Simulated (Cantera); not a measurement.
Cantera with NASA thermochemical tables; ideal gases at 1 bar, condensed phases pure. Values are per mole of reaction as written; species without (g) are pure solids or liquids, kept so even where they would boil at 1 bar.

Q: Between 2400 and 2700 K, where is each reaction favourable under standard conditions?
- Fe2Cl6(g) + Fe ⇌ 3 FeCl2(g)
- Fe2Cl6(g) ⇌ 2 Cl(g) + 2 FeCl2(g)

A: 
- Fe2Cl6(g) + Fe ⇌ 3 FeCl2(g): ΔG° is -474 kJ at 2400 K and -551 kJ at 2700 K; it stays negative (K > 1). ΔH° is 141 kJ and ΔS° 256 J/K at 2700 K.
- Fe2Cl6(g) ⇌ 2 Cl(g) + 2 FeCl2(g): ΔG° is -288 kJ at 2400 K and -398 kJ at 2700 K; it stays negative (K > 1). ΔH° is 590 kJ and ΔS° 366 J/K at 2700 K.
